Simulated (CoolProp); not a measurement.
Computed with CoolProp (reference Helmholtz-energy equation of state, Akasaka 2023).

Give the vapour pressure (bar), liquid density (kg/m³), vapour density (kg/m³) of saturated R1224YDZ at 351.6 K.


```tsv
T (K)	p (bar)	liquid density (kg/m³)	vapour density (kg/m³)
351.6	7.08	1190	43.6
```
